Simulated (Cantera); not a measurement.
Feed: 1 mol CuO, 320 mol H₂, 0.68 mol H₂O, equilibrated at 0.133 bar.

Equilibrium computed with Cantera from the NASA thermochemical tables; the gas is ideal and each condensed phase is pure. Candidate condensed phases: Cu, CuO, Cu(OH)₂, Cu₂O, H₂O; 12 gas species. The numbers say what is thermodynamically allowed, not how fast it happens.

At 1923 K, list the 4 most abundant gas species with their mole fractions, and the condensed phases.

H₂ 0.989, H₂O 0.00521, Cu 0.00310, H 0.00257. Condensed: gas only.
